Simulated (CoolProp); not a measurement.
Vapour-liquid equilibrium of carbon dioxide (1) + carbonyl sulfide (2) at 11.2 bar; x and y are mole fractions of (1).

Computed with CoolProp (multi-fluid Helmholtz-energy mixture model, Span 1996 and Lemmon 2006; pair parameters Bell 2016).

| x | bubble temperature (°C) | y at the bubble point | dew temperature at overall composition x (°C) | liquid density (mol/L) |
|---|---|---|---|---|
| 0.05 | 9.4 | 0.246 | 17.7 | 17.34 |
| 0.15 | -5.0 | 0.528 | 13.6 | 18.32 |
| 0.25 | -13.9 | 0.669 | 9.2 | 19.11 |
| 0.35 | -19.7 | 0.750 | 4.5 | 19.83 |
| 0.45 | -23.9 | 0.804 | -0.6 | 20.51 |
| 0.55 | -27.1 | 0.845 | -6.3 | 21.21 |
| 0.65 | -29.7 | 0.879 | -12.6 | 21.94 |
| 0.75 | -32.0 | 0.911 | -19.7 | 22.73 |
| 0.85 | -34.0 | 0.944 | -27.5 | 23.60 |
| 0.95 | -36.0 | 0.980 | -34.4 | 24.57 |

No azeotrope shows between x = 0.05 and 0.95.

The pair parameters rest on a limited set of measurements; away from them the model extrapolates.
